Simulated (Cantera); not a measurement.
## Thermodynamics of nitride etching, feed AlN + H2O + H2

Input: 1 mol AlN, 0.2 mol H2O, 13 mol H2, at 700 K and 33000 Pa.

Equilibrium computed with Cantera from the NASA thermochemical tables; the gas is ideal and each condensed phase is pure. Candidate condensed phases: Al, AlN, Al2O3, H2O; 35 gas species. Equilibrium is a limit: real reactors are often held back by kinetics, nucleation or transport.

```json
{
  "x(H2)": "0.995",
  "x(N2)": "0.00492",
  "x(NH3)": "0.000215",
  "n(AlN(s))": "0.867 mol",
  "n(Al2O3(s))": "0.0667 mol",
  "gas_amount": "13.26 mol",
  "log10 activity of Al(s) (absent)": "-16.84"
}
```
